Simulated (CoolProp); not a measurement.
Model: reference Helmholtz-energy equation of state, Span 2000, in CoolProp.

Problem. For nitrogen, give the phase and the Prandtl number at 393.6 K and 0.0204 MPa; 346.7 K and 0.396 MPa.

Solution. 
- 393.6 K and 0.0204 MPa: gas; Prandtl number 0.708
- 346.7 K and 0.396 MPa: gas; Prandtl number 0.713

Viscosity comes from a separate model (Lemmon 2004). Thermal conductivity comes from a separate model (Lemmon 2004).
